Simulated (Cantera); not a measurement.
Charge: 1 mol Si₂Cl₆, 0.84 mol Cl₂, a varied amount of H₂, held at 627 °C and 75.0 Torr.

These are equilibrium values from Cantera (NASA tables, ideal gas, pure condensed phases), not measurements of a reactor. Candidate condensed phases: Si; 19 gas species. The feed counts by its element totals alone. The numbers say what is thermodynamically allowed, not how fast it happens.

**Question.** What share of the Si ends up in condensed phases as a function of n(H₂) (mol), at 9.4, 42, 75, 110, 140, 170, 210, 240, 270?

**Answer.** 
| n(H₂) (mol) | Si condensed (%) | as |
|---|---|---|
| 9.4 | 0.0 | - |
| 42 | 0.0 | - |
| 75 | 0.0 | - |
| 110 | 0.5 | Si(s) |
| 140 | 1.3 | Si(s) |
| 170 | 2.1 | Si(s) |
| 210 | 3.2 | Si(s) |
| 240 | 4.1 | Si(s) |
| 270 | 4.9 | Si(s) |
